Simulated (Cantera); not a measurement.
# Ta(OEt)5 + O2 (tantalum, niobium, vanadium and zirconium in process gases)

Charge: 1 mol Ta(OEt)5, 0.059 mol O2, held at 3530 Torr.

Cantera equilibrium calculation (NASA polynomials, part measured and part estimated; ideal gas, pure solids and liquids). Candidate condensed phases: C, C6H6, C7H8, C8H18, H2O, Ta, TaC, Ta2O5; 113 gas species. The feed counts by its element totals alone. Mutual solubility and eutectic melting of coexisting phases are not modelled. TaC: taken at fixed stoichiometry. Condensed phases not in the tables: Ta2C. Equilibrium is a limit: real reactors are often held back by kinetics, nucleation or transport.

| T (°C) | x H2 | x CH4 | x CO | x H2O | x CO2 | x H | x C2H2 (acetylene) | n C(graphite) | n Ta2O5(s) | n TaC(s) |
|---|---|---|---|---|---|---|---|---|---|---|
| 625 | 0.455 | 0.311 | 0.0321 | 0.173 | 0.0284 | 3.40e-11 | 2.39e-11 | 6.28 | 0.500 | 0 |
| 725 | 0.619 | 0.176 | 0.0844 | 0.100 | 0.0198 | 7.81e-10 | 6.70e-10 | 6.73 | 0.500 | 0 |
| 825 | 0.721 | 0.0894 | 0.138 | 0.0430 | 0.00818 | 9.69e-9 | 9.19e-9 | 6.88 | 0.500 | 0 |
| 925 | 0.773 | 0.0451 | 0.163 | 0.0158 | 0.00244 | 7.71e-8 | 7.65e-8 | 7.00 | 0.500 | 0 |
| 1025 | 0.798 | 0.0239 | 0.171 | 0.00597 | 0.000728 | 4.42e-7 | 4.46e-7 | 7.13 | 0.500 | 0 |
| 1125 | 0.712 | 0.0104 | 0.274 | 0.00347 | 0.000618 | 1.84e-6 | 1.74e-6 | 4.31 | 0.0768 | 0.846 |
| 1225 | 0.701 | 0.00600 | 0.291 | 0.00167 | 0.000268 | 6.64e-6 | 6.18e-6 | 3.81 | 0 | 1.00 |
| 1325 | 0.704 | 0.00384 | 0.291 | 0.000852 | 0.000117 | 2.06e-5 | 1.90e-5 | 3.83 | 0 | 1.00 |
| 1425 | 0.706 | 0.00258 | 0.291 | 0.000471 | 5.69e-5 | 5.60e-5 | 5.09e-5 | 3.84 | 0 | 1.00 |
| 1525 | 0.707 | 0.00182 | 0.291 | 0.000278 | 3.00e-5 | 0.000137 | 0.000122 | 3.85 | 0 | 1.00 |
| 1625 | 0.707 | 0.00133 | 0.291 | 0.000174 | 1.70e-5 | 0.000303 | 0.000266 | 3.85 | 0 | 1.00 |
| 1725 | 0.707 | 0.00100 | 0.291 | 0.000114 | 1.02e-5 | 0.000622 | 0.000536 | 3.85 | 0 | 1.00 |
| 1825 | 0.706 | 0.000777 | 0.290 | 7.80e-5 | 6.50e-6 | 0.00119 | 0.00101 | 3.83 | 0 | 1.00 |
| 1925 | 0.705 | 0.000617 | 0.290 | 5.52e-5 | 4.31e-6 | 0.00216 | 0.00179 | 3.81 | 0 | 1.00 |
x: gas mole fraction; n: condensed amount in mol.

From 625 °C to 1025 °C the condensed part is C(graphite) + Ta2O5(s). At 1125 °C the condensed part is C(graphite) + TaC(s) + Ta2O5(s). From 1225 °C to 1925 °C the condensed part is C(graphite) + TaC(s).
